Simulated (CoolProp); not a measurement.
Properties of R1123 at several states (Tc = 58.6 °C, pc = 4.549 MPa, ω = 0.243).

Computed with CoolProp (reference Helmholtz-energy equation of state, Akasaka 2020).

| T (°C) | p (MPa) | phase | cv (kJ/(kg K)) | speed of sound (m/s) | Joule-Thomson coefficient (K/MPa) | expansivity (1/kK) |
|---|---|---|---|---|---|---|
| 138.85 | 12.1 | supercritical | 0.9847 | 197.8 | 3.330 | 8.998 |
| 30.95 | 8.42 | liquid | 0.8698 | 436.0 | 0.2357 | 4.527 |
| 93.25 | 0.084 | gas | 0.8499 | 203.2 | 7.506 | 2.774 |
| 52.15 | 0.0276 | gas | 0.7874 | 192.6 | 10.23 | 3.098 |
| -62.25 | 0.034 | gas | 0.5679 | 157.5 | 39.54 | 4.945 |
| 70.85 | 1.5 | gas | 0.8422 | 181.8 | 9.568 | 4.269 |
